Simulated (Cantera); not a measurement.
Charge: 1 mol Al, 0.59 mol HCl, 11 mol H₂, at 1.00 bar.

Equilibrium computed with Cantera from the NASA thermochemical tables; the gas is ideal and each condensed phase is pure. Candidate condensed phases: Al, AlCl₃; 12 gas species. The numbers say what is thermodynamically allowed, not how fast it happens.

**Question.** What share of the Al ends up in condensed phases as a function of T (K), at 1350, 1425, 1500, 1575, 1650, 1725, 1800, 1875, 1950, 2025?

**Answer.** 
```csv
T (K),Al condensed (%),as
1350,49.4,Al(l)
1425,44.6,Al(l)
1500,42.8,Al(l)
1575,42.0,Al(l)
1650,41.5,Al(l)
1725,41.0,Al(l)
1800,40.1,Al(l)
1875,38.5,Al(l)
1950,35.5,Al(l)
2025,29.9,Al(l)
```
